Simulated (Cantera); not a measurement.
# Ta₂O₅ + H₂ + H₂O (hydrogen reduction and annealing atmospheres)

Input: 1 mol Ta₂O₅, a varied amount of H₂, 0.49 mol H₂O, held at 2198.15 K and 44.0 Pa.

Cantera equilibrium calculation (NASA polynomials, part measured and part estimated; ideal gas, pure solids and liquids). Candidate condensed phases: H₂O, Ta, Ta₂O₅; 12 gas species. Rates play no part.

From 1.1 mol H₂ to 78 mol H₂ the condensed part is Ta₂O₅(l). At 120 mol H₂ nothing is condensed. The main Ta-bearing gas is TaO₂ throughout. The share of Ta in condensed phases is highest at 1.1 mol H₂ (99.7 %) and lowest at 120 mol H₂ (0.0 %).

```
n(H₂) (mol)   x H₂   x H₂O    x H   x TaO₂      x OH       x O  n Ta₂O₅(l)
-----------  -----  ------  -----  -------  --------  --------  ----------
1.1          0.528   0.258  0.193  0.00390    0.0131   0.00335       0.997
1.6          0.583   0.198  0.203  0.00468   0.00957   0.00232       0.994
2.5          0.635   0.139  0.212  0.00582   0.00647   0.00150       0.990
3.8          0.671  0.0986  0.218  0.00711   0.00445   0.00101       0.983
5.9          0.698  0.0681  0.222  0.00873   0.00301  0.000668       0.968
9.1          0.715  0.0476  0.225   0.0106   0.00208  0.000457       0.942
14           0.725  0.0343  0.226   0.0125   0.00149  0.000324       0.894
21           0.731  0.0261  0.227   0.0144   0.00113  0.000245       0.818
33           0.734  0.0205  0.228   0.0163  0.000883  0.000191       0.677
51           0.736  0.0171  0.228   0.0179  0.000739  0.000160       0.453
78           0.736  0.0152  0.228   0.0190  0.000653  0.000141       0.107
120          0.745  0.0109  0.229   0.0137  0.000467  0.000100           0
```
x: gas mole fraction; n: condensed amount in mol.
